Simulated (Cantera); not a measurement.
A freely propagating, adiabatic, planar premixed flame of C3H8 : O2 : N2 = 1 : 7.58 : 28.5 (molar parts), equivalence ratio 0.66, unburnt at 648 K and 2.10 bar; mixture-averaged transport, grid criteria slope 0.08 and curve 0.16, no radiation.

Detailed kinetics in Cantera: GRI-Mech 3.0 (53 species, 325 reactions). GRI-Mech 3.0 was tuned for natural gas; its chemistry of propane as a main component is partial and can be far from experiment. Burning velocities carry a grid error of a few per cent, more on coarse grids.

x: mole fraction of selected species; z is measured from the peak of heat release.

```csv
z (mm),T (K),u (m/s),x C3H8,x O2,x OH,x NO,x C2H2,x CH2CO
-0.549,648,0.998,0.0270,0.204,<1e-8,<1e-8,1.92e-8,2.21e-8
-0.366,651,1.00,0.0269,0.204,<1e-8,<1e-8,2.93e-7,4.51e-7
-0.274,658,1.02,0.0269,0.203,<1e-8,<1e-8,1.23e-6,2.18e-6
-0.183,697,1.08,0.0265,0.199,2.80e-7,3.65e-8,7.90e-6,1.80e-5
-0.0914,?,1.48,0.0205,0.174,1.63e-5,3.50e-7,7.25e-5,0.000245
-0.0457,?,1.98,0.00897,0.143,0.000208,9.18e-7,0.000191,0.000769
0,?,2.54,0.000510,0.107,0.00177,1.96e-6,0.000284,0.00103
0.0457,1723,2.79,1.15e-6,0.0872,0.00428,3.50e-6,4.48e-5,0.000245
0.0914,1789,2.89,<1e-8,0.0793,0.00556,5.10e-6,1.56e-6,2.13e-5
0.183,1873,3.00,<1e-8,0.0731,0.00628,7.84e-6,<1e-8,1.27e-7
0.366,1962,3.13,<1e-8,0.0692,0.00597,1.18e-5,<1e-8,<1e-8
0.731,2030,3.22,<1e-8,0.0674,0.00464,1.67e-5,<1e-8,<1e-8
1.46,2068,3.28,<1e-8,0.0667,0.00318,2.15e-5,<1e-8,<1e-8
```

**Question.** Fill in the missing entries.

**Answer.** 
- -0.0914, T (K): 938
- -0.0457, T (K): 1240
- 0, T (K): 1569
